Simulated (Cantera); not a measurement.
A closed system holds: 1 mol Si, 0.51 mol F2, 4.5 mol N2, 16 mol HCl, equilibrated at 1075 °C and 0.00133 bar.

Equilibrium computed with Cantera from the NASA thermochemical tables; the gas is ideal and each condensed phase is pure. The tables' values for SiCl3, SiF3, SiF2 are old estimates; treat these amounts as uncertain. The numbers say what is thermodynamically allowed, not how fast it happens.

```csv
species,before,after
HCl,0.663,0.649
N2,0.222,0.225
H2,0.0614,0.0734
SiCl4,0.0226,0.0364
SiF4,0.0111,0.0119
SiF2,3.82e-5,6.26e-7
SiCl2,0.00854,0.000172
Cl,0.000142,1.27e-5
H,1.57e-5,1.72e-6
SiF3,0.000746,9.86e-5
SiCl3,0.00620,0.00112
```
Gas species are given as mole fractions.

Task: What was changed between the two runs?
(A) temperature from 1075 °C to 802 °C
(B) pressure from 0.00133 bar to 0.133 bar
(C) temperature from 1075 °C to 1402 °C
(D) temperature from 1075 °C to 627 °C

Result: B, pressure from 0.00133 bar to 0.133 bar. The tables' values for SiCl3, SiF3 are old estimates; treat these amounts as uncertain
